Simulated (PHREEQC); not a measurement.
Solution A (0.19 mol/kgw NH3 and 0.0012 mol/kgw H4SiO4) is mixed with solution B (1.2 mmol/kgw NaHSO4, 7 mmol/kgw NaHCO3 and 0.31 mmol/kgw Cs2CO3) at 20 °C; shares are by mass of water, 1 kg in all. Oxygen is held at 0.21 atm. No CO2 enters from the air. Solids allowed: Chalcedony, Mirabilite, Nahcolite, Natron. Others were left out.

The series has 11 steps of share of solution B, from 0 to 1.

The numbers come from PHREEQC with the ion-association model, wateq4f.dat.

Problem. Between which two steps does the pH jump most, and from what to what?

Solution. Between share of solution B = 0.9 and 1: from 10.06 to 7.19.

Complexes and solids missing from the database can't appear.
